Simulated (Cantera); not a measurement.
An adiabatic, constant-volume homogeneous reactor starts with CO : H₂ : O₂ : N₂ = 1 : 0.25 : 0.298 : 1.12 (molar parts), equivalence ratio 2.1, at 1098 K and 22.7 atm. Integrator tolerance rtol = 1e-08.

Computed with Cantera and GRI-Mech 3.0 (53 species, 325 reactions). The hydrogen kinetics of GRI-Mech 3.0 are dated; newer H2 mechanisms differ, most at raised pressure. The pressure lies above the range GRI-Mech 3.0 was tuned for (to about 10 atm). Above 3000 K some thermodynamic fits are extrapolated.

**Question.** What does this change do: constant pressure in place of constant volume?

**Answer.** 
```csv
quantity,before,after
time of steepest temperature rise,0.212 ms,0.239 ms
temperature at 6.00 s,3026 K,2727 K
equilibrium temperature,3026 K,2727 K
x(CO) at 6.00 s,0.261 (gas-phase equilibrium 0.261),0.257 (gas-phase equilibrium 0.257)
x(H₂) at 6.00 s,0.0183 (gas-phase equilibrium 0.0183),0.0194 (gas-phase equilibrium 0.0194)
x(O₂) at 6.00 s,0.000864 (gas-phase equilibrium 0.000864),0.000217 (gas-phase equilibrium 0.000217)
x(H₂O) at 6.00 s,0.0826 (gas-phase equilibrium 0.0826),0.0838 (gas-phase equilibrium 0.0838)
x(NO) at 6.00 s,0.00244 (gas-phase equilibrium 0.00244),0.000825 (gas-phase equilibrium 0.000825)
x(H) at 6.00 s,0.00309 (gas-phase equilibrium 0.00309),0.00184 (gas-phase equilibrium 0.00184)
```

**Question.** What does this change do: pressure from 22.7 atm to 8.29 atm?

**Answer.** 
```tsv
quantity	before	after
time of steepest temperature rise	0.212 ms	0.183 ms
temperature at 6.00 s	3026 K	2978 K
equilibrium temperature	3026 K	2978 K
x(CO) at 6.00 s	0.261 (gas-phase equilibrium 0.261)	0.263 (gas-phase equilibrium 0.263)
x(H₂) at 6.00 s	0.0183 (gas-phase equilibrium 0.0183)	0.0186 (gas-phase equilibrium 0.0186)
x(O₂) at 6.00 s	0.000864 (gas-phase equilibrium 0.000864)	0.00161 (gas-phase equilibrium 0.00161)
x(H₂O) at 6.00 s	0.0826 (gas-phase equilibrium 0.0826)	0.0805 (gas-phase equilibrium 0.0805)
x(NO) at 6.00 s	0.00244 (gas-phase equilibrium 0.00244)	0.00315 (gas-phase equilibrium 0.00315)
x(H) at 6.00 s	0.00309 (gas-phase equilibrium 0.00309)	0.00449 (gas-phase equilibrium 0.00449)
```

**Question.** What does this change do: H2 0.25 to 0.31 parts?

**Answer.** 
```json
[
 {"quantity": "time of steepest temperature rise", "before": "0.212 ms", "after": "0.212 ms"},
 {"quantity": "temperature at 6.00 s", "before": "3026 K", "after": "2995 K"},
 {"quantity": "equilibrium temperature", "before": "3026 K", "after": "2995 K"},
 {"quantity": "x(CO) at 6.00 s", "before": "0.261 (gas-phase equilibrium 0.261)", "after": "0.270 (gas-phase equilibrium 0.270)"},
 {"quantity": "x(H₂) at 6.00 s", "before": "0.0183 (gas-phase equilibrium 0.0183)", "after": "0.0256 (gas-phase equilibrium 0.0256)"},
 {"quantity": "x(O₂) at 6.00 s", "before": "0.000864 (gas-phase equilibrium 0.000864)", "after": "0.000505 (gas-phase equilibrium 0.000505)"},
 {"quantity": "x(H₂O) at 6.00 s", "before": "0.0826 (gas-phase equilibrium 0.0826)", "after": "0.0975 (gas-phase equilibrium 0.0975)"},
 {"quantity": "x(NO) at 6.00 s", "before": "0.00244 (gas-phase equilibrium 0.00244)", "after": "0.00178 (gas-phase equilibrium 0.00178)"},
 {"quantity": "x(H) at 6.00 s", "before": "0.00309 (gas-phase equilibrium 0.00309)", "after": "0.00334 (gas-phase equilibrium 0.00334)"}
]
```
